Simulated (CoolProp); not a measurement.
Aqueous ammonia as a coolant, at 24 °C, 1 atm.

The numbers come from the Melinder's fits for secondary coolants in CoolProp.

```
mass %  freezing point (°C)  cp (kJ/(kg K))  conductivity (W/(m K))  Prandtl number  viscosity (mPa s)
------  -------------------  --------------  ----------------------  --------------  -----------------
2.7                     [?]           4.182                   0.584            6.99              0.976
4.8                    -5.8           4.185                   0.569            7.33              0.996
6.9                    -8.7           4.188                   0.556             [?]               1.01
9                     -11.9           4.191                   0.543            7.87               1.02
11.1                  -15.5           4.194                   0.531             [?]               1.04
13.2                  -19.5           4.196                   0.519            8.59               1.06
15.3                  -23.9           4.199                   0.508            9.02               1.09
17.4                  -29.1           4.202                   0.498            9.45               1.12
19.5                  -34.9           4.207                   0.488            9.82               1.14
21.6                  -41.8           4.212                   0.479            10.1               1.15
23.7                    [?]           4.217                   0.472            10.3               1.15
```

Question: Complete the blanks.

Answer: 
- 2.7, freezing point (°C): -3.1
- 6.9, Prandtl number: 7.59
- 11.1, Prandtl number: 8.20
- 23.7, freezing point (°C): -49.8
